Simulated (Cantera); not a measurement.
Charge: 1 mol Si2Cl6, 240 mol H2, held at 1023.15 K and 10.0 Torr.

These are equilibrium values from Cantera (NASA tables, ideal gas, pure condensed phases), not measurements of a reactor. Candidate condensed phases: Si; 19 gas species. The feed counts by its element totals alone. The tables' values for SiCl3 are old estimates; treat these amounts as uncertain. Rates play no part.

Base state: H2 0.982, HCl 0.0149, SiCl4 0.00148, SiHCl3 0.000828, SiCl2 0.000403, SiCl3 0.000168, SiH2Cl2 5.11e-5 (mole fractions); condensed: Si(s).

**Question.** What changes in the equilibrium state with this change: temperature from 1023.15 K to 1325 K?

**Answer.** 
```json
[
 {"species": "H2", "before": "0.982", "after": "0.977"},
 {"species": "HCl", "before": "0.0149", "after": "0.0219"},
 {"species": "SiCl2", "before": "0.000403", "after": "0.00134"},
 {"species": "SiCl4", "before": "0.00148", "after": "3.83e-6"},
 {"species": "H", "before": "3.57e-8", "after": "1.40e-5"},
 {"species": "SiHCl3", "before": "0.000828", "after": "8.76e-6"},
 {"species": "SiH2Cl2", "before": "5.11e-5", "after": "2.87e-6"},
 {"species": "SiCl3", "before": "0.000168", "after": "3.08e-5"},
 {"species": "Si(s), mol", "before": "1.29", "after": "1.66"}
]
```
